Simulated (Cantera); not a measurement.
NO annealing gas

A perfectly stirred reactor is fed with NO : N2 : H2O = 1 : 5.1 : 0.018 (molar parts), at 0.0540 bar; it is held at 2000 K, and followed from long to short residence time.

Model: GRI-Mech 3.0 (53 species, 325 reactions), integrated in Cantera.

```
τ (s)      x NO   x N2      x O2    x N2O       x O    x NO2
-------  ------  -----  --------  -------  --------  -------
8.6      0.0850  0.872    0.0388  2.29e-6  0.000579  1.45e-5
3.2       0.126  0.852    0.0182  5.03e-6  0.000404  1.47e-5
1.2       0.150  0.840   0.00654  6.87e-6  0.000248  1.04e-5
0.45      0.159  0.836   0.00223  7.29e-6  0.000146  6.45e-6
0.17      0.162  0.834  0.000782  7.27e-6   8.24e-5  4.15e-6
0.062     0.163  0.834  0.000255  7.70e-6   3.85e-5  3.15e-6
0.023     0.163  0.834   7.15e-5  8.05e-6   1.76e-5  3.19e-6
0.0087    0.163  0.834   1.09e-5  6.48e-6   8.62e-6  2.74e-6
0.0032    0.163  0.834   4.69e-7  3.73e-6   2.93e-6  7.73e-7
0.0012    0.163  0.834   3.32e-8  1.73e-6   1.32e-6  1.31e-7
0.00045   0.163  0.834   4.10e-9  7.11e-7   6.12e-7  1.91e-8
```
x: mole fraction; the columns are a selection and need not sum to one.
